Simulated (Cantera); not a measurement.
Feed: 1 mol HF, 0.15 mol H2, 5.7 mol O2, at 2500 K and 80000 Pa.

Method: chemical equilibrium by Gibbs-energy minimisation in Cantera with the NASA 1993 tables (ideal gas, pure condensed phases). Candidate condensed phases: H2O; 22 gas species. Equilibrium is a limit: real reactors are often held back by kinetics, nucleation or transport.

Base state: O2 0.812, HF 0.145, H2O 0.0175, O 0.0146, OH 0.00897, F 0.000751, H 0.000319, H2 0.000129 (mole fractions); condensed: gas only.

Question: What changes in the equilibrium state with this change: HF replaced by HI?

Answer: 
| species | before | after |
|---|---|---|
| O2 | 0.812 | 0.745 |
| I | 0 | 0.140 |
| H2O | 0.0175 | 0.0806 |
| HF | 0.145 | 0 |
| OH | 0.00897 | 0.0188 |
| O | 0.0146 | 0.0140 |
| F | 0.000751 | 0 |
| HI | 0 | 0.000666 |
| I2 | 0 | 6.85e-5 |
| H2 | 0.000129 | 0.000621 |
| H | 0.000319 | 0.000701 |
Further candidate phases: I2.
